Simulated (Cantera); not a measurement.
A freely propagating, adiabatic, planar premixed flame of 40.0 % H2, 11.1 % O2, 48.8 % N2, equivalence ratio 1.8, unburnt at 325 K and 650000 Pa; mixture-averaged transport, grid criteria slope 0.08 and curve 0.16, no radiation.

Model: the H2/O2 subset of GRI-Mech 3.0, which has no nitrogen chemistry, integrated in Cantera. The hydrogen kinetics of GRI-Mech 3.0 are dated; newer H2 mechanisms differ, most at raised pressure. Burning velocities carry a grid error of a few per cent, more on coarse grids.

Task: Predict: laminar burning velocity; thermal thickness; peak x(OH); peak x(H); peak x(H2O2).

Result: 
```json
{
  "laminar_burning_velocity": "254 cm/s",
  "thermal_thickness": "0.0352 mm",
  "peak x(OH)": "0.00271",
  "peak x(H)": "0.0289",
  "peak x(H2O2)": "0.000160"
}
```
